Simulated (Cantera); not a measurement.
Mixture: CH₄ : O₂ : N₂ : H₂O = 1 : 2.99 : 11.2 : 1.4 (molar parts), equivalence ratio 0.67, at 101000 Pa, adiabatic and at constant pressure. Ignition delay is the time to a rise of 400 K.

Computed with Cantera and GRI-Mech 3.0 (53 species, 325 reactions).

Q: At T0 = 1323 K, what is the delay, and which 8 reactions control it most (d ln τ / d ln k, from doubling and halving each rate constant)?

A: The delay is 8.70 ms.
```
reaction                  d ln τ / d ln k   faster rate
------------------------  ---------------  ------------
2 CH3 (+M) <=> C2H6 (+M)             0.54  lengthens it
CH3 + O2 <=> CH3O + O               -0.46   shortens it
H + O2 <=> O + OH                   -0.34   shortens it
CH3 + O2 <=> CH2O + OH              -0.33   shortens it
CH4 + H <=> CH3 + H2                 0.28  lengthens it
CH3 + HO2 <=> CH3O + OH             -0.23   shortens it
CH2O + O2 <=> HCO + HO2             -0.21   shortens it
CH4 + OH <=> CH3 + H2O               0.16  lengthens it
```
